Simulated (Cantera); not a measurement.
An adiabatic, constant-volume homogeneous reactor starts with H2 : O2 : N2 : H2O = 1 : 0.847 : 3.19 : 0.37 (molar parts), equivalence ratio 0.59, at 1773 K and 101000 Pa. Integrator tolerance rtol = 1e-08.

Detailed kinetics in Cantera: GRI-Mech 3.0 (53 species, 325 reactions).

Problem. What does this change do: H2O 0.37 to 0.11 parts?

Solution. 
| quantity | before | after |
|---|---|---|
| time of steepest temperature rise | 7.05 µs | 6.61 µs |
| temperature at 2.00 s | 2785 K | 2840 K |
| equilibrium temperature | 2785 K | 2840 K |
| x(H2) at 2.00 s | 0.0166 (gas-phase equilibrium 0.0166) | 0.0165 (gas-phase equilibrium 0.0165) |
| x(O2) at 2.00 s | 0.0575 (gas-phase equilibrium 0.0575) | 0.0590 (gas-phase equilibrium 0.0590) |
| x(H2O) at 2.00 s | 0.235 (gas-phase equilibrium 0.235) | 0.193 (gas-phase equilibrium 0.193) |
| x(H2O2) at 2.00 s | 8.39e-7 (gas-phase equilibrium 8.39e-7) | 7.75e-7 (gas-phase equilibrium 7.75e-7) |
| x(NO2) at 2.00 s | 7.31e-6 (gas-phase equilibrium 7.31e-6) | 8.00e-6 (gas-phase equilibrium 8.00e-6) |

Problem. What does this change do: initial temperature 1773 to 1650 K?

Solution. 
```
quantity                                                            before                                    after
---------------------------------  ---------------------------------------  ---------------------------------------
time of steepest temperature rise                                  7.05 µs                                  9.51 µs
temperature at 2.00 s                                               2785 K                                   2744 K
equilibrium temperature                                             2785 K                                   2744 K
x(H2) at 2.00 s                      0.0166 (gas-phase equilibrium 0.0166)    0.0140 (gas-phase equilibrium 0.0140)
x(O2) at 2.00 s                      0.0575 (gas-phase equilibrium 0.0575)    0.0582 (gas-phase equilibrium 0.0582)
x(H2O) at 2.00 s                       0.235 (gas-phase equilibrium 0.235)      0.241 (gas-phase equilibrium 0.241)
x(H2O2) at 2.00 s                  8.39e-7 (gas-phase equilibrium 8.39e-7)  8.26e-7 (gas-phase equilibrium 8.26e-7)
x(NO2) at 2.00 s                   7.31e-6 (gas-phase equilibrium 7.31e-6)  7.42e-6 (gas-phase equilibrium 7.42e-6)
```
